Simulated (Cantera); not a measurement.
Charge: 1 mol SiF4, 0.04 mol C2H4, 280 mol H2, 0.073 mol CH4, held at 1125 °C and 630 Torr.

These are equilibrium values from Cantera (NASA tables, ideal gas, pure condensed phases), not measurements of a reactor. Candidate condensed phases: C, C6H6, C7H8, C8H18, Si, SiC; 113 gas species. The tables' values for SiF3, SiF2 are old estimates; treat these amounts as uncertain. Rates play no part.

Question: What is the equilibrium state?

Answer: 
```json
{
 "x(H2)": "0.995",
 "x(SiF4)": "0.00266",
 "x(HF)": "0.000984",
 "x(SiHF3)": "0.000601",
 "x(CH4)": "0.000543",
 "x(SiF3)": "0.000221",
 "x(SiH2F2)": "6.34e-5",
 "x(SiF2)": "1.27e-5",
 "x(H)": "5.16e-6",
 "n(SiC(s))": "0.000264 mol",
 "gas_amount": "281.1 mol",
 "log10 activity of C(graphite) (absent)": "-0.82",
 "log10 activity of Si(s) (absent)": "-1.50"
}
```
